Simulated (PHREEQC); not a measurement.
0.6 g of hydrous ferric oxide (600 m²/g; 0.2 weak and 0.005 strong sites per Fe, Dzombak-Morel constants, diffuse double layer) in 1 kg of water with 0.05 mol/kgw of an inert sodium salt and 0.0023 mol NaH2PO4 and 0.0018 mol NaF, at 25 °C; the pH is set by adding NaOH or the inert anion's acid. Oxygen is held at 0.21 atm. CO2 from the air is kept out. No solid was allowed to form.

All values are PHREEQC results (ion-association model, wateq4f.dat), not measurements.

```csv
pH,P sorbed (%),F sorbed (%),surface charge σ (C/m²),surface potential ψ (mV)
4,57.2,0.1,0.009,16
4.75,…,0.1,0.000,0
5.5,54.0,0.1,-0.012,-22
6.25,49.6,0.1,…,-44
7,42.5,0.1,-0.041,-61
7.75,…,0.1,-0.052,-71
8.5,…,0.1,-0.061,-78
9.25,13.2,0.1,-0.074,-87
10,4.8,0.1,-0.095,-99
```

### Question
Fill in the missing entries.

### Answer

- 4.75, P sorbed (%): 56.3
- 6.25, surface charge σ (C/m²): -0.026
- 7.75, P sorbed (%): 34.2
- 8.5, P sorbed (%): 24.5

H3PO4, which wateq4f.dat lacks, is added to it with the constant of phreeqc.dat.
